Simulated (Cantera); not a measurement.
## Abatement and gas-phase synthesis: CO2 + O2 + H2

Charge: 1 mol CO2, 0.094 mol O2, 0.76 mol H2, equilibrated at 1377 °C and 20000 Pa.

Method: chemical equilibrium by Gibbs-energy minimisation in Cantera with the NASA 1993 tables (ideal gas, pure condensed phases). Candidate condensed phases: C, C6H6, C7H8, C8H18, H2O; 110 gas species. The numbers say what is thermodynamically allowed, not how fast it happens.

The x(H2O) comes out as 0.350 and the x(CO2) is 0.325. The x(CO) is 0.243 and the x(H2) comes out as 0.0816. The x(H) comes out as 5.80e-5. The x(OH) comes out as 1.12e-5, the gas amount comes out as 1.760 mol and the log10 activity of C(graphite) (absent) is -5.14.
